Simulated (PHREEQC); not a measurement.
## Alkaline etch or developer

Dissolve 0.26 mol/kgw KOH and 0.021 mol/kgw H3BO3 at 25 °C. Closed to the air; pH follows from the charge balance.

All values are PHREEQC results (ion-association model, phreeqc.dat), not measurements.

This is a speciation only: nothing precipitates in the calculation.

**Question.** What pH, density does the model give?

**Answer.** pH 13.21; density 1.011 g/cm³.
